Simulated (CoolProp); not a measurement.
The fluid at 300 K and 3.24 MPa is throttled through a valve to 1.73 MPa with no heat exchange. The same conditions are run with several fluids, on thermodynamics alone (safety and materials aside).

Computed with CoolProp (reference Helmholtz-energy equation of state of each fluid (octamethylcyclotetrasiloxane (D4): Thol 2015; 1,2-dichloroethane: Thol 2015; trans-2-butene: Lemmon 2005; octamethyltrisiloxane (MDM): Thol 2017; tetrahydrofuran: Fiedler 2023)).

```json
[
 {"fluid": "octamethylcyclotetrasiloxane (D4)", "temperature change (K)": "+0.6", "final density (kg/m³)": "950"},
 {"fluid": "1,2-dichloroethane", "temperature change (K)": "+0.6", "final density (kg/m³)": "[?]"},
 {"fluid": "trans-2-butene", "temperature change (K)": "+0.4", "final density (kg/m³)": "598"},
 {"fluid": "octamethyltrisiloxane (MDM)", "temperature change (K)": "[?]", "final density (kg/m³)": "[?]"},
 {"fluid": "tetrahydrofuran", "temperature change (K)": "+0.6", "final density (kg/m³)": "881"}
]
```

Question: What belongs in the gaps?

Answer: 
- 1,2-dichloroethane, final density (kg/m³): 1240
- octamethyltrisiloxane (MDM), temperature change (K): +0.7
- octamethyltrisiloxane (MDM), final density (kg/m³): 815
